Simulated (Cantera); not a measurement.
Mixture: C3H8 : O2 : N2 = 1 : 3.33 : 12.5 (molar parts), equivalence ratio 1.5, at 29.0 bar, adiabatic and at constant pressure. Ignition delay is the time to a rise of 400 K.

Model: GRI-Mech 3.0 (53 species, 325 reactions), integrated in Cantera. GRI-Mech 3.0 was tuned for natural gas; its chemistry of propane as a main component is partial and can be far from experiment. The pressure lies above the range GRI-Mech 3.0 was tuned for (to about 10 atm).

Question: What does this change do: pressure from 29.0 bar to 2.10 bar?

Answer: 
| quantity | before | after |
|---|---|---|
| delay at 1200 K | 0.764 ms | 4.46 ms |
| delay at 1275 K | 0.228 ms | 1.09 ms |
| delay at 1350 K | 73.7 µs | 0.324 ms |
| delay at 1425 K | 26.6 µs | 0.118 ms |
| delay at 1500 K | 10.9 µs | 51.8 µs |
| delay at 1575 K | 5.12 µs | 26.6 µs |
| apparent activation energy between 1425 and 1575 K | 200 kJ/mol | 190 kJ/mol |

Question: What does this change do: pressure from 29.0 bar to 10.0 bar?

Answer: 
```tsv
quantity	before	after
delay at 1200 K	0.764 ms	1.76 ms
delay at 1275 K	0.228 ms	0.470 ms
delay at 1350 K	73.7 µs	0.142 ms
delay at 1425 K	26.6 µs	49.9 µs
delay at 1500 K	10.9 µs	20.6 µs
delay at 1575 K	5.12 µs	9.88 µs
apparent activation energy between 1425 and 1575 K	200 kJ/mol	200 kJ/mol
```
